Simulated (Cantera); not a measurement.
Cantera run, input and output.

```python
import numpy as np
import cantera as ct

gas = ct.Solution("gri30.yaml")
gas.TPX = 1675, 270000, {'C3H8': 1, 'O2': 6.49, 'N2': 24.4}
reactor = ct.IdealGasReactor(gas, energy="on", clone=False)
net = ct.ReactorNet([reactor])
net.rtol, net.atol = 1e-08, 1e-16
show = ['C3H8', 'O2', 'NO2', 'CH3', 'C2H6']
times = np.geomspace(1e-06, 6, 16)

steps = ct.SolutionArray(gas, extra=["t"])
rows = []
print(f"{'t/s':>10s}{'T/K':>9s}{'P/Pa':>11s}" + "".join(f"{s:>11s}" for s in show))
for t in times:
    while net.time < t:
        t_next = net.step()
        steps.append(gas.state, t=t_next)
    rows.append([np.interp(t, steps.t, y) for y in (steps.T, steps.P, *steps(*show).X.T)])
    print(f"{t:10.3e}{rows[-1][0]:9.1f}{rows[-1][1]:11.4g}" + "".join(f"{x:11.3e}" for x in rows[-1][2:]))
rate = np.gradient(steps.T, steps.t)
print("integrator steps:", len(steps.t))
if steps.T.max() > steps.T[0] + 200:
    print(f"time of steepest temperature rise: {steps.t[rate.argmax()]:.4e} s")
gas.TPX = 1675, 270000, {'C3H8': 1, 'O2': 6.49, 'N2': 24.4}
gas.equilibrate("UV")
print(f"equilibrium (UV): T = {gas.T:.1f} K  " + "  ".join(f"{s} {gas[s].X[0]:.3e}" for s in show))
```

It prints:

```
       t/s      T/K       P/Pa       C3H8         O2        NO2        CH3       C2H6
 1.000e-06   1662.9  2.686e+05  2.964e-02  2.027e-01  1.011e-14  1.407e-03  2.381e-05
 2.831e-06   1654.8  2.688e+05  2.485e-02  1.998e-01  1.059e-12  3.309e-03  4.780e-04
 8.012e-06   1805.9  3.036e+05  4.249e-03  1.708e-01  2.616e-10  3.407e-03  1.158e-03
 2.268e-05   2922.8  5.071e+05  1.029e-42  5.483e-02  6.958e-07  2.482e-14  3.376e-29
 6.420e-05   2989.0  5.159e+05  1.843e-42  5.169e-02  3.783e-06  2.955e-14  4.063e-29
 1.817e-04   2978.2  5.136e+05  1.985e-42  4.807e-02  9.021e-06  2.945e-14  4.280e-29
 5.144e-04   2970.7  5.121e+05  2.092e-42  4.565e-02  1.234e-05  2.939e-14  4.439e-29
 1.456e-03   2970.0  5.119e+05  2.102e-42  4.544e-02  1.262e-05  2.939e-14  4.454e-29
 4.121e-03   2970.0  5.119e+05  2.102e-42  4.544e-02  1.262e-05  2.939e-14  4.454e-29
 1.167e-02   2970.0  5.119e+05  2.102e-42  4.544e-02  1.262e-05  2.939e-14  4.454e-29
 3.302e-02   2970.0  5.119e+05  2.102e-42  4.544e-02  1.262e-05  2.939e-14  4.454e-29
 9.346e-02   2970.0  5.119e+05  2.102e-42  4.544e-02  1.262e-05  2.939e-14  4.454e-29
 2.646e-01   2970.0  5.119e+05  2.102e-42  4.544e-02  1.262e-05  2.939e-14  4.454e-29
 7.489e-01   2970.0  5.119e+05  2.102e-42  4.544e-02  1.262e-05  2.939e-14  4.454e-29
 2.120e+00   2970.0  5.119e+05  2.102e-42  4.544e-02  1.262e-05  2.939e-14  4.454e-29
 6.000e+00   2970.0  5.119e+05  2.102e-42  4.544e-02  1.262e-05  2.939e-14  4.454e-29
integrator steps: 1630
time of steepest temperature rise: 9.8126e-06 s
equilibrium (UV): T = 2970.0 K  C3H8 4.426e-42  O2 4.544e-02  NO2 1.262e-05  CH3 4.012e-14  C2H6 8.310e-29
```

Detailed kinetics in Cantera: GRI-Mech 3.0 (53 species, 325 reactions). GRI-Mech 3.0 was tuned for natural gas; its chemistry of propane as a main component is partial and can be far from experiment.
